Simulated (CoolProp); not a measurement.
Values from CoolProp's reference Helmholtz-energy equation of state, Thol 2017.

### Question
Give the vapour pressure (MPa), liquid density (kg/m³), enthalpy of vaporisation (kJ/kg), vapour Z of saturated octamethyltrisiloxane (MDM) at 104.15 °C.

### Answer
```csv
T (°C),p (MPa),liquid density (kg/m³),enthalpy of vaporisation (kJ/kg),vapour Z
104.15,0.0232,732,173,0.975
```
